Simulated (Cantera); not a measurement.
What does this Cantera script print?

```python
import numpy as np
import cantera as ct

gas_names = """
    O2 N2 NO
""".split()
cond_names = """

""".split()


def load(file, names, dense=False):
    # The tables refer to 1 bar. Condensed volumes are neglected.
    table = {s.name: s for s in ct.Species.list_from_file(file)}
    out = []
    for n in names:
        d = dict(table[n].input_data)
        d["thermo"] = dict(d["thermo"], **{"reference-pressure": 1e5})
        if dense:
            d["equation-of-state"] = {"model": "constant-volume", "density": "1e6 g/cm^3"}
        out.append(ct.Species.from_dict(d))
    return out


species = {s.name: s for s in load("nasa_gas.yaml", gas_names) + load("nasa_condensed.yaml", cond_names)}
# Each term lists the table entries of one substance; the one whose range holds T is used.
reactions = {
    'O2(g) + N2(g) = 2 NO(g)':
        [(-1, ['O2']), (-1, ['N2']), (2, ['NO'])],
}


def pick(names, T):
    return next(species[n] for n in names if species[n].thermo.min_temp <= T <= species[n].thermo.max_temp)


results = []
for label, terms in reactions.items():
    print(label)
    print("     T/K   dH/kJ  dS/(J/K)   dG/kJ   log10 K")
    for T in [300, 523, 573, 623, 673, 723, 773, 823, 873]:
        used = [(nu, pick(names, T)) for nu, names in terms]
        dH = sum(nu * s.thermo.h(T) for nu, s in used) / 1e6
        dS = sum(nu * s.thermo.s(T) for nu, s in used) / 1e3
        dG = dH - T * dS / 1e3
        logK = -dG * 1e6 / (ct.gas_constant * T * np.log(10))
        results.append((label, T, dH, dS, dG, logK, [s.name for _, s in used]))
        print(f"{T:8g} {dH:8.1f} {dS:8.1f} {dG:8.1f} {logK:8.2f}")
```

Result:

```
O2(g) + N2(g) = 2 NO(g)
     T/K   dH/kJ  dS/(J/K)   dG/kJ   log10 K
     300    182.5     24.7    175.1   -30.49
     523    182.7     25.1    169.5   -16.93
     573    182.7     25.1    168.3   -15.34
     623    182.7     25.1    167.0   -14.00
     673    182.7     25.2    165.8   -12.87
     723    182.7     25.2    164.5   -11.89
     773    182.7     25.2    163.3   -11.03
     823    182.8     25.2    162.0   -10.28
     873    182.8     25.3    160.7    -9.62
```

Cantera with NASA thermochemical tables; ideal gases at 1 bar, condensed phases pure. Condensed species are held in their standard states even where they would react or evaporate.
